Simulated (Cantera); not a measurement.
Mixture: H2 : O2 : N2 : H2O = 1 : 0.5 : 1.88 : 0.14 (molar parts), at 27800 Torr, adiabatic and at constant volume. Ignition delay is the time to a rise of 400 K.

Computed with Cantera and the H2/O2 subset of GRI-Mech 3.0, which has no nitrogen chemistry. The hydrogen kinetics of GRI-Mech 3.0 are dated; newer H2 mechanisms differ, most at raised pressure. The pressure lies above the range GRI-Mech 3.0 was tuned for (to about 10 atm). Below about 950 K walls govern HO2 and H2O2 in real vessels.

Q: Predict: delay at 900 K; delay at 975 K; delay at 1050 K; delay at 1125 K; delay at 1200 K; delay at 1275 K; delay at 1350 K; apparent activation energy between 1200 and 1350 K.

A: 
| Property | Result |
|---|---|
| delay at 900 K | 45.5 ms |
| delay at 975 K | 7.11 ms |
| delay at 1050 K | 1.48 ms |
| delay at 1125 K | 0.382 ms |
| delay at 1200 K | 0.115 ms |
| delay at 1275 K | 37.8 µs |
| delay at 1350 K | 13.1 µs |
| apparent activation energy between 1200 and 1350 K | 190 kJ/mol |
